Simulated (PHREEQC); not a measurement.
Consider water at 25 °C with 2.1 mmol/kgw KH2PO4 and 0.075 mmol/kgw NH4HF2. Closed to the air; pH follows from the charge balance.

Equilibrium calculation in PHREEQC: ion-association model, wateq4f.dat.

```json
[
 {"quantity": "pH", "before": "4.30", "after": "4.22"},
 {"quantity": "ionic strength (mol/kgw)", "before": "0.00223", "after": "0.000347"}
]
```

### Question
What was changed between the two runs?
A) KH2PO4 replaced by KCl at the same molality
B) diluted 100-fold with water
C) NH4HF2 left out
D) KH2PO4 from 0.0021 to 0.00021 mol/kgw
E) NH4HF2 from 7.5e-05 to 0.00015 mol/kgw

### Answer
D, KH2PO4 from 0.0021 to 0.00021 mol/kgw

Precipitation was switched off in this run. H3PO4, which wateq4f.dat lacks, is added to it with the constant of phreeqc.dat.
